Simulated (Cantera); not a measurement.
CH3SiH3 + H2 + C2H2 (silicon carbide growth)

A closed system holds: 1 mol CH3SiH3, 400 mol H2, 0.84 mol C2H2, held at 1598 K and 370 Pa.

Method: chemical equilibrium by Gibbs-energy minimisation in Cantera with the NASA 1993 tables (ideal gas, pure condensed phases). Candidate condensed phases: C, C6H6, C7H8, C8H18, Si, SiC; 87 gas species. The feed counts by its element totals alone. Kinetics and transport are ignored.

* **x(H2)**: 0.999
* **x(H)**: 0.000875
* **x(C2H2 (acetylene))**: 2.69e-5
* **x(CH4)**: 6.08e-6
* **n(C(graphite))**: 1.66 mol
* **n(SiC(s))**: 1.000 mol
* **gas amount**: 404.0 mol
* **log10 activity of Si(s) (absent)**: -1.98
